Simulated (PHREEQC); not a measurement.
Solution (25 °C): 0.037 mol HF, 4.7e-05 mol H2SiF6, 0.29 mol H3PO4 and 0.012 mol H2SO4 per kg of water. Closed to the air; pH follows from the charge balance.

All values are PHREEQC results (ion-association model, phreeqc.dat), not measurements.

This is a speciation only: nothing precipitates in the calculation.

What pH, ionic strength does the model give?

pH 1.31; ionic strength 0.0619 mol/kgw.

In which forms is S present?

HSO4- 72 %, SO4-2 28 % of the S.

Species that the database lacks are ignored. SiF6-2 is the database's only silicon fluoride.
